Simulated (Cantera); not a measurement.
A Cantera script and what it prints.

```python
import numpy as np
import cantera as ct

gas_names = """
    AL ALBr ALBr3 ALH ALN AL2 AL2Br6 Br Br2 H HBr H2 N NH NH2 NH3 N2 N2H2 N2H4
""".split()
cond_names = """
    AL(cr) AL(L) ALBr3(s) ALBr3(L) ALN(s) Br2(cr) Br2(L)
""".split()


def load(file, names, dense=False):
    # The tables refer to 1 bar. Condensed volumes are neglected.
    table = {s.name: s for s in ct.Species.list_from_file(file)}
    out = []
    for n in names:
        d = dict(table[n].input_data)
        d["thermo"] = dict(d["thermo"], **{"reference-pressure": 1e5})
        if dense:
            d["equation-of-state"] = {"model": "constant-volume", "density": "1e6 g/cm^3"}
        out.append(ct.Species.from_dict(d))
    return out


gas = ct.Solution(thermo="ideal-gas", species=load("nasa_gas.yaml", gas_names))
cond = {s.name: ct.Solution(thermo="fixed-stoichiometry", species=[s], name=s.name)
        for s in load("nasa_condensed.yaml", cond_names, dense=True)}
atoms = {
    'AlBr3': {'AL': 1, 'Br': 3},
    'NH3': {'N': 1, 'H': 3},
    'N2': {'N': 2},
}
top_T = {'ALN(s)': 2750}  # K; cautious upper limits of use, not melting points


def equilibrate(T, P, feed):
    n = {}
    for name, mol in feed.items():
        for a, k in atoms[name].items():
            n[a] = n.get(a, 0.0) + k * mol
    gas.TPX = T, P, n
    mass = sum(n.values()) * gas.mean_molecular_weight
    gas.equilibrate("TP")
    valid = [c for c in cond.values() if c.min_temp <= T <= top_T.get(c.name, c.max_temp)]
    mix = ct.Mixture([(gas, mass / gas.mean_molecular_weight)] + [(c, 0.0) for c in valid])
    mix.T, mix.P = T, P
    mix.equilibrate("TP", solver="vcs", rtol=1e-11, max_steps=5000)
    return mix


results = []
feed = {'AlBr3': 1, 'NH3': 88, 'N2': 2.2}  # mol
T = 2100  # K
P = 69000  # Pa
mix = equilibrate(T, P, feed)
results.append((T, P, feed, dict(zip(mix.species_names, mix.species_moles))))
x = sorted(zip(gas.X, gas.species_names), reverse=True)
print(f"T = {T:g} K  P = {P:g} Pa  gas = {mix.phase_moles(0):.4g} mol")
print("   x: " + "  ".join(f"{s} {v:.3e}" for v, s in x if v > 1e-05))
print("   condensed (mol): " + ("  ".join(f"{mix.phase(i).name} {mix.phase_moles(i):.4g}"
      for i in range(1, mix.n_phases) if mix.phase_moles(i) > 1e-12) or "none"))
```

It prints:

```
T = 2100 K  P = 69000 Pa  gas = 180.6 mol
   x: H2 7.243e-01  N2 2.559e-01  HBr 1.025e-02  ALBr 5.443e-03  H 3.192e-03  Br 8.935e-04  AL 7.347e-05  ALH 1.178e-05
   condensed (mol): none
```

Equilibrium computed with Cantera from the NASA thermochemical tables; the gas is ideal and each condensed phase is pure.
